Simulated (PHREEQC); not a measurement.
Sulfide liquor

Make-up at 25 °C: 0.001 mol/kgw Na2S, 0.19 mol/kgw HCl and 0.00029 mol/kgw MnCl2. Closed to the air; pH follows from the charge balance.

Model: ion-association model, wateq4f.dat, run in PHREEQC.

Each row changes one thing in this solution. No solid was allowed to form.

```
case                                               pH  ionic strength (mol/kgw)  Mn+2 (mol/kgw)  MnCl+ (mol/kgw)  MnCl2 (mol/kgw)  HS- (mol/kgw)  SI of Halite (NaCl)  SI of MnS(Green) (MnS)
----------------------------------------------  -----  ------------------------  --------------  ---------------  ---------------  -------------  -------------------  ----------------------
as made                                          0.82                     0.191        0.000230          5.72e-5          2.42e-6        1.12e-9                -5.27                  -16.19
HCl from 0.19 to 0.285 mol/kgw                   0.65                     0.286        0.000215          7.05e-5          4.03e-6       8.12e-10                -5.13                  -16.60
HCl from 0.19 to 0.209 mol/kgw                   0.78                     0.210        0.000227          6.02e-5          2.73e-6        1.04e-9                -5.24                  -16.29
diluted 5-fold with water                        1.49                    0.0382         5.37e-5          4.25e-6          4.89e-8       8.56e-10                -6.56                  -16.02
temperature from 25 to 70 °C                     0.83                     0.191        0.000235          5.31e-5          2.12e-6        2.74e-9                -5.39                  -15.28
HCl replaced by (CH3)4NCl at the same molality  10.80                     0.193        0.000147          3.64e-5          1.53e-6       0.000982                -5.27                   -0.47
Na2S from 0.001 to 0.0002 mol/kgw                0.82                     0.191        0.000230          5.72e-5          2.42e-6            [?]                -5.97                  -16.90
0.032 mol/kgw H2S added                          0.82                     0.191        0.000230          5.72e-5          2.42e-6        3.69e-8                -5.27                  -14.67
HCl left out                                    10.88                   0.00252        0.000108          2.06e-7         4.67e-11            [?]                -7.57                   -0.01
```

Problem. What belongs in the gaps?

Solution. 
- Na2S from 0.001 to 0.0002 mol/kgw, HS- (mol/kgw): 2.22e-10
- HCl left out, HS- (mol/kgw): 0.000989

Some of these states are supersaturated (in Pyrochroite, for instance). (CH3)4N+ isn't in the database: it is added as a free cation with an ion size of 4 Å. Away from 25 °C the constants follow the database's enthalpies or fits; those with neither stay at their 25 °C values. The polysulfide entries of wateq4f.dat were taken out for this run.
